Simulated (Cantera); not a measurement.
A Cantera script and its output.

```python
import numpy as np
import cantera as ct

gas = ct.Solution("gri30.yaml")
gas.TPX = 975, 100000, {'CO': 0.013, 'O2': 0.0051, 'H2O': 0.00016, 'N2': 1}
inlet = ct.Reservoir(gas, clone=True)

reactor = ct.IdealGasConstPressureReactor(gas, energy="off", clone=False)
exhaust = ct.Reservoir(gas, clone=True)
tau = [12, 3.8, 1.2, 0.38, 0.12, 0.037, 0.012, 0.0036, 0.0011, 0.00035][0]
for a, b in ((inlet, reactor), (reactor, exhaust)):
    ct.MassFlowController(a, b, mdot=lambda t: reactor.mass / tau)
net = ct.ReactorNet([reactor])
show = ['CO', 'O2', 'H2O', 'NO', 'NO2']

rows = []
print(f"{'tau/s':>10s}{'T/K':>9s}" + "".join(f"{s:>11s}" for s in show))
for tau in [12, 3.8, 1.2, 0.38, 0.12, 0.037, 0.012, 0.0036, 0.0011, 0.00035]:
    net.initial_time = 0.0
    net.advance(30 * tau)
    before = gas.X
    net.advance(40 * tau)
    drift = np.max(np.abs(gas.X - before) / (gas.X + 1e-9))
    rows.append([gas.T, *gas[show].X, drift])
    print(f"{tau:10.3e}{gas.T:9.1f}" + "".join(f"{x:11.3e}" for x in gas[show].X))
```

Output:

```
     tau/s      T/K         CO         O2        H2O         NO        NO2
 1.200e+01    975.0  1.173e-02  4.490e-03  1.550e-04  3.009e-10  1.338e-10
 3.800e+00    975.0  1.254e-02  4.894e-03  1.564e-04  1.566e-11  7.367e-12
 1.200e+00    975.0  1.272e-02  4.984e-03  1.570e-04  8.275e-13  3.682e-13
 3.800e-01    975.0  1.276e-02  5.006e-03  1.571e-04  9.319e-15  1.929e-15
 1.200e-01    975.0  1.277e-02  5.009e-03  1.571e-04  2.349e-18  3.020e-21
 3.700e-02    975.0  1.277e-02  5.009e-03  1.571e-04  2.678e-19  2.211e-23
 1.200e-02    975.0  1.277e-02  5.009e-03  1.571e-04  5.420e-20  4.025e-25
 3.600e-03    975.0  1.277e-02  5.009e-03  1.571e-04  8.848e-21  5.114e-27
 1.100e-03    975.0  1.277e-02  5.009e-03  1.571e-04  1.120e-21  5.625e-29
 3.500e-04    975.0  1.277e-02  5.009e-03  1.571e-04  1.229e-22  6.795e-31
```

Cantera simulation using GRI-Mech 3.0 (53 species, 325 reactions); the numbers are that mechanism's predictions, not measurements.
